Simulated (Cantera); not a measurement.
Input: 1 mol PbF2, 14 mol N2, at 0.570 Pa.

Equilibrium computed with Cantera from the NASA thermochemical tables; the gas is ideal and each condensed phase is pure. Candidate condensed phases: Pb, PbF2; 12 gas species. The numbers say what is thermodynamically allowed, not how fast it happens.

x: gas mole fraction; nothing condenses.

| T (K) | x N2 | x F | x Pb | x PbF2 | x PbF4 | x PbF | x N |
|---|---|---|---|---|---|---|---|
| 1548 | 0.929 | 0.00475 | 0.0100 | 0.0407 | 0.0103 | 0.00533 | ? |
| 1598 | 0.922 | 0.0119 | 0.0111 | 0.0405 | 0.00817 | 0.00612 | ? |
| 1648 | 0.910 | 0.0255 | 0.0142 | 0.0384 | 0.00508 | 0.00735 | ? |
| 1698 | 0.891 | 0.0457 | 0.0206 | 0.0320 | 0.00218 | 0.00878 | ? |
| 1748 | 0.869 | 0.0692 | 0.0305 | 0.0215 | 0.000602 | 0.00944 | ? |
| 1798 | 0.849 | 0.0908 | 0.0413 | 0.0108 | 0.000103 | 0.00837 | ? |
| 1848 | 0.835 | 0.105 | 0.0495 | 0.00410 | 1.12e-5 | 0.00603 | ? |
| 1898 | 0.829 | 0.112 | 0.0541 | 0.00129 | 9.34e-7 | 0.00377 | ? |
| 1948 | 0.826 | 0.115 | 0.0564 | 0.000385 | 7.38e-8 | 0.00223 | ? |
| 1998 | 0.825 | 0.116 | 0.0575 | 0.000116 | 6.15e-9 | 0.00131 | ? |
| 2048 | 0.824 | 0.117 | 0.0581 | 3.65e-5 | 5.61e-10 | 0.000779 | ? |

Task: Some entries are withheld; supply them.

Result: 
- 1548, x N: 8.06e-11
- 1598, x N: 2.57e-10
- 1648, x N: 7.62e-10
- 1698, x N: 2.11e-9
- 1748, x N: 5.51e-9
- 1798, x N: 1.36e-8
- 1848, x N: 3.22e-8
- 1898, x N: 7.30e-8
- 1948, x N: 1.59e-7
- 1998, x N: 3.33e-7
- 2048, x N: 6.75e-7
